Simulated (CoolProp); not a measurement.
Vapour-liquid equilibrium of C3F8 (R218) (1) + R134a (2) at 23.95 °C; x and y are mole fractions of (1).

The numbers come from the multi-fluid Helmholtz-energy mixture model, Lemmon 2006 and Tillner-Roth 1994; pair parameters Bell 2016 in CoolProp.

```
x      bubble pressure (bar)  y at the bubble point  dew pressure at overall composition x (bar)  liquid density (mol/L)
-----  ---------------------  ---------------------  -------------------------------------------  ----------------------
0.05                   7.212                  0.131                                        6.724                   11.46
0.125                  8.079                  0.260                                        7.172                   10.88
0.2                    8.700                  0.347                                            ?                   10.35
0.275                  9.144                  0.411                                        8.184                   9.862
0.35                   9.462                  0.463                                        8.722                   9.415
0.425                  9.685                  0.508                                        9.235                       ?
0.5                    9.833                  0.551                                        9.650                   8.641
0.575                  9.911                  0.593                                            ?                   8.312
0.65                   9.919                  0.639                                        9.909                   8.020
0.725                  9.844                  0.689                                        9.747                   7.762
0.8                    9.668                  0.748                                        9.459                   7.537
0.875                  9.360                  0.822                                        9.097                   7.341
0.95                   8.878                  0.917                                        8.702                   7.172
```

Problem. What belongs in the gaps?

Solution. 
- 0.2, dew pressure at overall composition x (bar): 7.661
- 0.425, liquid density (mol/L): 9.009
- 0.575, dew pressure at overall composition x (bar): 9.886

y crosses x between x = 0.575 and 0.65: the model has an azeotrope there.

Pair parameters are fitted to limited data, so mixtures are less certain than the pure fluids.
